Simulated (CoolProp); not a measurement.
Vapour pressure (kPa) of R236FA: the reference equation beside estimates from Tc = 398.1 K, pc = 3191 kPa, ω = 0.377. Clausius-Clapeyron is anchored at 297.6 K with a constant enthalpy of vaporisation of 22.14 kJ/mol.

Computed with CoolProp (reference Helmholtz-energy equation of state, Pan 2012).

```
T (K)  reference  Clausius-Clapeyron  van der Waals  Soave-Redlich-Kwong  Peng-Robinson
-----  ---------  ------------------  -------------  -------------------  -------------
292.2      221.9               226.3          811.4                222.2          220.9
294.9      243.6               246.0          848.9                244.2          242.5
297.6      267.0               267.0          887.4                267.9          265.8
300.2      291.1               288.5          925.6                292.3          289.8
302.9      317.8               312.2          966.3                319.5          316.5
305.6      346.4               337.4           1008                348.5          345.1
308.2      375.7               363.2           1050                378.4          374.4
310.9      408.1               391.5           1094                411.4          406.9
313.6      442.6               421.4           1139                446.6          441.4
316.2      477.9               451.9           1184                482.6          476.8
318.9      516.8               485.3           1231                522.3          515.8
321.6      558.0               520.6           1280                564.3          557.2
324.3      601.6               557.7           1330                609.0          601.1
326.9      646.1               595.3           1379                654.4          645.8
329.6      694.8               636.4           1431                704.2          694.9
```

Absolute difference from the reference over all 15 rows, mean and median: Clausius-Clapeyron 4.1 and 4.1 %, van der Waals 174.7 and 168.1 %, Soave-Redlich-Kwong 0.8 and 0.8 %, Peng-Robinson 0.3 and 0.3 %.
